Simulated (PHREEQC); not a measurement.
## Alkaline etch or developer (model solution)

Make-up at 5 °C: 0.0095 mol CsOH and 0.00015 mol H4SiO4 per kg of water. Closed to the air; pH follows from the charge balance.

Equilibrium calculation in PHREEQC: ion-association model, wateq4f.dat.

The pH comes out as 12.66, the ionic strength comes out as 0.00951 mol/kgw and the total alkalinity is 9.50 meq/kg.

```tsv
species	molality	activity	log γ
Cs+	0.00950	0.00861	-0.043
OH-	0.00934	0.00845	-0.043
H3SiO4-	0.000137	0.000124	-0.043
H2SiO4-2	1.29e-5	8.85e-6	-0.165
H4SiO4	4.07e-7	4.08e-7	0.001
```

Precipitation was switched off in this run. Constants without temperature data keep their 25 °C values here.
